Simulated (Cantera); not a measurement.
A Cantera script and what it prints.

```python
import numpy as np
import cantera as ct

gas_names = """
    Cu CuF CuF2 Cu2 F F2 H HF H2 H2F2 H3F3 H4F4 H5F5 H6F6 H7F7
""".split()
cond_names = """
    Cu(cr) Cu(L) CuF2(s) CuF2(L)
""".split()


# ... load() reads the species with a 1 bar reference pressure and builds the phases ...
atoms = {
    'Cu': {'Cu': 1},
    'F2': {'F': 2},
    'H2': {'H': 2},
}
top_T = {}  # K; cautious upper limits of use, not melting points


# ... equilibrate(T, P, feed) seeds the gas with the atoms and calls Mixture.equilibrate('TP', solver="vcs", rtol=1e-11, max_steps=5000) ...
results = []
feed = {'Cu': 1, 'F2': 1.9, 'H2': 1.3}  # mol
T = 900  # K
P = 58  # Pa
mix = equilibrate(T, P, feed)
results.append((T, P, feed, dict(zip(mix.species_names, mix.species_moles))))
print(gas.report(threshold=0.001))
for i in range(1, mix.n_phases):
    print(f"{mix.phase(i).name:16s} {mix.phase_moles(i):12.5e} mol")
```

Output:

```
       temperature   900 K
          pressure   58 Pa
           density   0.00015591 kg/m^3
  mean mol. weight   20.115 kg/kmol
   phase of matter   gas

                          1 kg             1 kmol
                     ---------------   ---------------
          enthalpy        -1.266e+07       -2.5467e+08  J
   internal energy       -1.3032e+07       -2.6215e+08  J
           entropy             13339        2.6832e+05  J/K
    Gibbs function       -2.4665e+07       -4.9615e+08  J
 heat capacity c_p              1484             29851  J/K
 heat capacity c_v            1070.7             21537  J/K

                      mass frac. Y      mole frac. X     chem. pot. / RT
                     ---------------   ---------------   ---------------
                HF           0.99306           0.99847           -66.309
     [  +14 minor]         0.0069416         0.0015329

Cu(cr)            3.98902e-01 mol
CuF2(s)           5.97106e-01 mol
```

Equilibrium computed with Cantera from the NASA thermochemical tables; the gas is ideal and each condensed phase is pure.
